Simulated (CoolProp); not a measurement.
Vapour-liquid equilibrium of acetone (1) + water (2) at 181.75 °C; x and y are mole fractions of (1).

Model: multi-fluid Helmholtz-energy mixture model, Lemmon 2006 and Wagner 2002; pair parameters Bell 2016, in CoolProp.

```
x      bubble pressure, mixture model (kPa)  bubble pressure, Raoult's law (kPa)  y, mixture model  y, Raoult's law
-----  ------------------------------------  -----------------------------------  ----------------  ---------------
0.05                                   1233                                 1094             0.181            0.093
0.125                                  1452                                 1168             0.338            0.218
0.2                                    1607                                 1243             0.430            0.328
0.275                                  1715                                 1318             0.491            0.426
0.35                                   1795                                 1393             0.537            0.513
0.425                                  1857                                 1468             0.578            0.591
0.5                                    1909                                 1543             0.617            0.662
0.575                                  1954                                 1617             0.658            0.726
0.65                                   1991                                 1692             0.703            0.784
0.725                                  2020                                 1767             0.754            0.838
0.8                                    2039                                 1842             0.812            0.887
0.875                                  2049                                 1917             0.877            0.932
0.95                                   2048                                 1991             0.949            0.974
```

The largest gap from Raoult's law is +30.1 % in bubble pressure, at x = 0.275. y crosses x between x = 0.875 and 0.95: the model has an azeotrope there.

The pair parameters rest on a limited set of measurements; away from them the model extrapolates.
